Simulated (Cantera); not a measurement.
Feed: 1 mol Si, 4 mol F2, 82 mol N2, 0.89 mol SF6, held at 527 °C and 750 Torr.

These are equilibrium values from Cantera (NASA tables, ideal gas, pure condensed phases), not measurements of a reactor. Candidate condensed phases: S, Si, Si3N4; 29 gas species. The numbers say what is thermodynamically allowed, not how fast it happens.

Base state: N2 0.959, SiF4 0.0118, NF3 0.0110, SF6 0.0105, F2 0.00673, F 0.000682 (mole fractions); condensed: gas only.

**Question.** What changes in the equilibrium state with this change: pressure from 750 Torr to 90.0 Torr?

**Answer.** 
```
species    before    after
-------  --------  -------
N2          0.959    0.955
F2        0.00673   0.0152
SiF4       0.0118   0.0117
NF3        0.0110  0.00445
SF6        0.0105   0.0104
F        0.000682  0.00296
```
